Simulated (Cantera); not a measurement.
Premixed flame

A freely propagating, adiabatic, planar premixed flame of 15.7 % CO, 6.59 % H2, 16.3 % O2, 61.4 % N2, equivalence ratio 0.68, unburnt at 550 K and 500000 Pa; mixture-averaged transport, grid criteria slope 0.08 and curve 0.16, no radiation.

Detailed kinetics in Cantera: GRI-Mech 3.0 (53 species, 325 reactions). The hydrogen kinetics of GRI-Mech 3.0 are dated; newer H2 mechanisms differ, most at raised pressure. Burning velocities carry a grid error of a few per cent, more on coarse grids.

| z (mm) | T (K) | u (m/s) | x CO | x H2 | x O2 | x HO2 | x H2O2 | x NO |
|---|---|---|---|---|---|---|---|---|
| -0.344 | 550 | 0.896 | 0.157 | 0.0653 | 0.163 | 1.41e-8 | <1e-8 | <1e-8 |
| -0.229 | 550 | 0.895 | 0.157 | 0.0635 | 0.164 | 2.21e-7 | 1.17e-7 | <1e-8 |
| -0.172 | 552 | 0.895 | 0.158 | 0.0606 | 0.164 | 1.58e-6 | 8.34e-7 | <1e-8 |
| -0.115 | 562 | 0.906 | 0.159 | 0.0539 | 0.165 | 1.15e-5 | 5.88e-6 | <1e-8 |
| -0.0573 | 691 | 1.10 | 0.155 | 0.0365 | 0.162 | 0.000231 | 7.47e-5 | 1.86e-7 |
| -0.0287 | 1001 | 1.57 | 0.138 | 0.0221 | 0.147 | 0.000423 | 0.000102 | 1.40e-6 |
| 0 | 1403 | 2.16 | 0.105 | 0.00887 | 0.118 | 0.000184 | 9.30e-6 | 4.50e-6 |
| 0.0287 | 1674 | 2.53 | 0.0717 | 0.00323 | 0.0941 | 8.73e-5 | 1.88e-6 | 9.51e-6 |
| 0.0573 | 1832 | 2.74 | 0.0496 | 0.00216 | 0.0818 | 5.11e-5 | 1.04e-6 | 1.48e-5 |
| 0.115 | 1999 | 2.95 | 0.0286 | 0.00170 | 0.0717 | 2.49e-5 | 5.65e-7 | 2.37e-5 |
| 0.229 | 2126 | 3.11 | 0.0156 | 0.00105 | 0.0659 | 1.09e-5 | 3.21e-7 | 3.63e-5 |
| 0.459 | 2201 | 3.20 | 0.00805 | 0.000534 | 0.0628 | 5.42e-6 | 2.02e-7 | 5.24e-5 |
| 0.918 | 2239 | 3.25 | 0.00406 | 0.000279 | 0.0613 | 3.77e-6 | 1.58e-7 | 7.17e-5 |
x: mole fraction of selected species; z is measured from the peak of heat release.

- laminar burning velocity: 89.6 cm/s
- thermal thickness: 0.115 mm
- peak x(HO2): 0.000458
- peak x(H2O2): 0.000114
- grid points: 114
